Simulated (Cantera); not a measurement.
A perfectly stirred reactor is fed with 45.5 % C2H6, 54.5 % N2, at 0.133 bar; it is held at 1275 K, and followed from long to short residence time.

Cantera simulation using GRI-Mech 3.0 (53 species, 325 reactions); the numbers are that mechanism's predictions, not measurements. GRI-Mech 3.0 stops at C3 and has no aromatics, soot or wall deposition, so with more carbon than oxygen in the feed, carbon stays in small species such as C2H2 where larger ones or solid carbon would form.

Q: Predict: x(C2H6) at τ = 0.680 s; x(H2) at τ = 0.680 s; x(C2H2) at τ = 0.680 s; x(CH2) at τ = 0.680 s; x(CH4) at τ = 0.680 s; x(C2H6) at τ = 35.0 ms; x(H2) at τ = 35.0 ms; x(C2H2) at τ = 35.0 ms; x(CH2) at τ = 35.0 ms; x(CH4) at τ = 35.0 ms.

A: 
```json
{
 "x(C2H6) at τ = 0.680 s": "0.00579",
 "x(H2) at τ = 0.680 s": "0.348",
 "x(C2H2) at τ = 0.680 s": "0.149",
 "x(CH2) at τ = 0.680 s": "1.35e-9",
 "x(CH4) at τ = 0.680 s": "0.0747",
 "x(C2H6) at τ = 35.0 ms": "0.0718",
 "x(H2) at τ = 35.0 ms": "0.233",
 "x(C2H2) at τ = 35.0 ms": "0.0429",
 "x(CH2) at τ = 35.0 ms": "8.36e-9",
 "x(CH4) at τ = 35.0 ms": "0.0704"
}
```
